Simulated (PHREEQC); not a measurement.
NaOH is added in steps, without added water, to 1 kg of water holding 0.0098 mol/kgw HF and 0.00011 mol/kgw Na2CO3, at 25 °C. O2 is buffered at 0.21 atm. No CO2 enters from the air. No solid was allowed to form.

Base run: PHREEQC, ion-association model, phreeqc.dat. Each further column changes one thing. The table gives CO3-2 (mol/kgw).

| NaOH added (mol) | base | Debye-Hückel limiting law | metal-ligand complexes left out | Davies equation for every ion | database wateq4f.dat |
|---|---|---|---|---|---|
| 0 | 0 | 0 | 0 | 0 | 0 |
| 0.0023 | 0 | 0 | 0 | 0 | 0 |
| 0.004025 | 0 | 0 | 0 | 0 | 0 |
| 0.006325 | 3.42e-14 | 3.57e-14 | 3.44e-14 | 3.48e-14 | 3.51e-14 |
| 0.008625 | 6.65e-13 | 6.99e-13 | 6.70e-13 | 6.77e-13 | 6.70e-13 |
| 0.01035 | 7.64e-5 | 7.76e-5 | 8.41e-5 | 7.67e-5 | 7.66e-5 |
| 0.01265 | 9.06e-5 | 9.18e-5 | 0.000104 | 9.08e-5 | 9.07e-5 |
| 0.01438 | 9.11e-5 | 9.25e-5 | 0.000106 | 9.14e-5 | 9.12e-5 |
| 0.01667 | 9.05e-5 | 9.22e-5 | 0.000107 | 9.08e-5 | 9.06e-5 |
| 0.01897 | 8.94e-5 | 9.15e-5 | 0.000108 | 8.98e-5 | 8.95e-5 |
| 0.0207 | 8.86e-5 | 9.08e-5 | 0.000108 | 8.90e-5 | 8.87e-5 |
| 0.023 | 8.74e-5 | 9.00e-5 | 0.000109 | 8.79e-5 | 8.75e-5 |

 phreeqc.dat and wateq4f.dat share most of their constants, so their agreement is no independent check.
